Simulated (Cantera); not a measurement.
# Thermodynamics of chlorosilane synthesis and conversion, feed Si + HCl + H2

Feed: 1 mol Si, 1.3 mol HCl, 2.2 mol H2, at 1100 °C.

Method: chemical equilibrium by Gibbs-energy minimisation in Cantera with the NASA 1993 tables (ideal gas, pure condensed phases). Candidate condensed phases: Si; 19 gas species. The tables' values for SiCl3 are old estimates; treat these amounts as uncertain. Gases not in the tables: Si2H6 and higher silanes. The numbers say what is thermodynamically allowed, not how fast it happens.

| P (Pa) | x H2 | x HCl | x SiCl2 | x SiHCl3 | x SiCl4 | x SiCl3 | x SiH2Cl2 | n Si(s) |
|---|---|---|---|---|---|---|---|---|
| 10000 | 0.777 | 0.124 | 0.0568 | 0.00765 | 0.0193 | 0.0154 | 0.000450 | 0.663 |
| 31000 | 0.796 | 0.105 | 0.0395 | 0.0140 | 0.0290 | 0.0157 | 0.000995 | 0.670 |
| 98000 | 0.815 | 0.0843 | 0.0251 | 0.0226 | 0.0370 | 0.0142 | 0.00204 | 0.669 |
| 310000 | 0.829 | 0.0656 | 0.0149 | 0.0331 | 0.0414 | 0.0116 | 0.00391 | 0.661 |
| 960000 | 0.839 | 0.0499 | 0.00852 | 0.0444 | 0.0417 | 0.00877 | 0.00700 | 0.647 |
| 3000000 | 0.845 | 0.0369 | 0.00464 | 0.0560 | 0.0387 | 0.00623 | 0.0120 | 0.627 |
x: gas mole fraction; n: condensed amount in mol.

From 10000 Pa to 3000000 Pa the condensed part is Si(s). The main Si-bearing gas is SiCl2 at 10000 Pa and SiHCl3 at 3000000 Pa. The share of Si in condensed phases is highest at 31000 Pa (67.0 %) and lowest at 3000000 Pa (62.7 %).
